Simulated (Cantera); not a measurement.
A Cantera script and what it prints.

```python
import numpy as np
import cantera as ct

gas_names = """
    N N2 Si SiN Si2 Si2N Si3
""".split()
cond_names = """
    Si(cr) Si(L) Si3N4(a)
""".split()


# ... load() reads the species with a 1 bar reference pressure and builds the phases ...
atoms = {
    'Si3N4': {'Si': 3, 'N': 4},
    'N2': {'N': 2},
}
top_T = {'Si3N4(a)': 2400}  # K; cautious upper limits of use, not melting points


# ... equilibrate(T, P, feed) seeds the gas with the atoms and calls Mixture.equilibrate('TP', solver="vcs", rtol=1e-11, max_steps=5000) ...
results = []
feed = {'Si3N4': 1, 'N2': 0.13}  # mol
T = 1998  # K
P = 30000  # Pa
mix = equilibrate(T, P, feed)
results.append((T, P, feed, dict(zip(mix.species_names, mix.species_moles))))
x = sorted(zip(gas.X, gas.species_names), reverse=True)
print(f"T = {T:g} K  P = {P:g} Pa  gas = {mix.phase_moles(0):.4g} mol")
print("   x: " + "  ".join(f"{s} {v:.3e}" for v, s in x if v > 0.0001))
print("   condensed (mol): " + ("  ".join(f"{mix.phase(i).name} {mix.phase_moles(i):.4g}"
      for i in range(1, mix.n_phases) if mix.phase_moles(i) > 1e-12) or "none"))
```

It prints:

```
T = 1998 K  P = 30000 Pa  gas = 0.13 mol
   x: N2 9.999e-01
   condensed (mol): Si3N4(a) 1
```

Equilibrium computed with Cantera from the NASA thermochemical tables; the gas is ideal and each condensed phase is pure. The tables' values for SiN are old estimates; treat these amounts as uncertain.
